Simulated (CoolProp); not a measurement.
Properties of the fluoroketone C6F12O (FK-5-1-12) along the isotherm 223.3 K (Tc = 441.8 K, pc = 1869 kPa, ω = 0.471).

Values from CoolProp's reference Helmholtz-energy equation of state, McLinden 2015.

```json
[
 {"p (kPa)": "2.96", "phase": "liquid", "density (kg/m³)": "1812", "cp (kJ/(kg K))": "1.099", "isothermal compressibility (1/MPa)": "0.001233", "expansivity (1/kK)": "1.484"},
 {"p (kPa)": "6.73", "phase": "liquid", "density (kg/m³)": "1812", "cp (kJ/(kg K))": "1.099", "isothermal compressibility (1/MPa)": "0.001233", "expansivity (1/kK)": "1.484"},
 {"p (kPa)": "15.3", "phase": "liquid", "density (kg/m³)": "1812", "cp (kJ/(kg K))": "1.099", "isothermal compressibility (1/MPa)": "0.001233", "expansivity (1/kK)": "1.484"},
 {"p (kPa)": "34.8", "phase": "liquid", "density (kg/m³)": "1812", "cp (kJ/(kg K))": "1.099", "isothermal compressibility (1/MPa)": "0.001233", "expansivity (1/kK)": "1.483"},
 {"p (kPa)": "79.3", "phase": "liquid", "density (kg/m³)": "1812", "cp (kJ/(kg K))": "1.099", "isothermal compressibility (1/MPa)": "___", "expansivity (1/kK)": "1.483"},
 {"p (kPa)": "180", "phase": "liquid", "density (kg/m³)": "1813", "cp (kJ/(kg K))": "1.099", "isothermal compressibility (1/MPa)": "0.001230", "expansivity (1/kK)": "___"},
 {"p (kPa)": "411", "phase": "liquid", "density (kg/m³)": "1813", "cp (kJ/(kg K))": "1.099", "isothermal compressibility (1/MPa)": "___", "expansivity (1/kK)": "___"},
 {"p (kPa)": "935", "phase": "liquid", "density (kg/m³)": "___", "cp (kJ/(kg K))": "___", "isothermal compressibility (1/MPa)": "___", "expansivity (1/kK)": "1.472"}
]
```

**Question.** Some entries are withheld; supply them.

**Answer.** 
- 79.3, isothermal compressibility (1/MPa): 0.001232
- 180, expansivity (1/kK): 1.481
- 411, isothermal compressibility (1/MPa): 0.001226
- 411, expansivity (1/kK): 1.479
- 935, density (kg/m³): 1814
- 935, cp (kJ/(kg K)): 1.098
- 935, isothermal compressibility (1/MPa): 0.001217
